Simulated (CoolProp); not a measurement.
Saturation properties of CH2F2 (R32) (Tc = 78.1 °C, pc = 5.783 MPa, ω = 0.277).

Model: reference Helmholtz-energy equation of state, Tillner-Roth 1997, in CoolProp.

| T (°C) | p (MPa) | liquid density (kg/m³) | liquid cp (kJ/(kg K)) | liquid conductivity (mW/(m K)) |
|---|---|---|---|---|
| -64.95 | 0.04894 | 1249 | 1.571 | 203 |
| -57.95 | 0.07271 | 1230 | ? | 198 |
| -51.05 | 0.1045 | ? | 1.588 | 193 |
| -44.05 | ? | 1192 | 1.600 | 188 |
| -37.05 | 0.2024 | 1172 | ? | 183 |
| -30.05 | 0.2729 | 1151 | 1.631 | 178 |
| -23.05 | 0.3611 | 1130 | ? | 173 |
| -16.05 | ? | 1108 | ? | 167 |
| -9.15 | 0.6000 | ? | 1.702 | 162 |
| -2.15 | 0.7586 | 1063 | 1.734 | 156 |

Question: What belongs in the gaps?

Answer: 
- -57.95, liquid cp (kJ/(kg K)): 1.578
- -51.05, liquid density (kg/m³): 1211
- -44.05, p (MPa): 0.1471
- -37.05, liquid cp (kJ/(kg K)): 1.614
- -23.05, liquid cp (kJ/(kg K)): 1.651
- -16.05, p (MPa): 0.4698
- -16.05, liquid cp (kJ/(kg K)): 1.674
- -9.15, liquid density (kg/m³): 1086

It boils at -51.7 °C under 1 atm.

Thermal conductivity comes from a separate model (Huber 2003), an estimate that may be off by 10 % or more.
